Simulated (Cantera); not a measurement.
A closed system holds: 1 mol Fe(CO)₅, a varied amount of H₂, held at 1125 K and 8400 Pa.

Equilibrium computed with Cantera from the NASA thermochemical tables; the gas is ideal and each condensed phase is pure. Candidate condensed phases: C, C₆H₆, C₇H₈, C₈H₁₈, Fe, Fe(CO)₅, FeO, Fe(OH)₂, Fe(OH)₃, Fe₂O₃, Fe₃O₄, H₂O; 114 gas species. Condensed phases not in the tables: cementite and carbon dissolved in iron. Rates play no part.

x: gas mole fraction; n: condensed amount in mol.

| n(H₂) (mol) | x CO | x H₂ | x CO₂ | x H₂O | x CH₄ | x H | n C(graphite) | n Fe(α) |
|---|---|---|---|---|---|---|---|---|
| 0.035 | 0.988 | 0.00695 | 0.00480 | 3.71e-5 | 1.17e-7 | 1.28e-8 | 0.0242 | 1.00 |
| 0.08 | 0.979 | 0.0157 | 0.00471 | 8.33e-5 | 6.00e-7 | 1.92e-8 | 0.0242 | 1.00 |
| 0.18 | 0.961 | 0.0347 | 0.00453 | 0.000180 | 2.92e-6 | 2.86e-8 | 0.0243 | 1.00 |
| 0.41 | 0.920 | ___ | ___ | ___ | ___ | ___ | 0.0243 | 1.00 |
| 0.94 | 0.838 | 0.158 | 0.00345 | 0.000715 | 6.06e-5 | 6.10e-8 | 0.0243 | 1.00 |
| 2.1 | ___ | ___ | ___ | ___ | ___ | ___ | 0.0235 | 1.00 |
| 4.8 | 0.508 | 0.489 | 0.00127 | 0.00134 | 0.000579 | 1.07e-7 | 0.0198 | 1.00 |

**Question.** Fill in the missing entries.

**Answer.** 
- 0.41, x H₂: 0.0757
- 0.41, x CO₂: 0.00415
- 0.41, x H₂O: 0.000376
- 0.41, x CH₄: 1.39e-5
- 0.41, x H: 4.22e-8
- 2.1, x CO: 0.701
- 2.1, x H₂: 0.295
- 2.1, x CO₂: 0.00241
- 2.1, x H₂O: 0.00112
- 2.1, x CH₄: 0.000211
- 2.1, x H: 8.33e-8
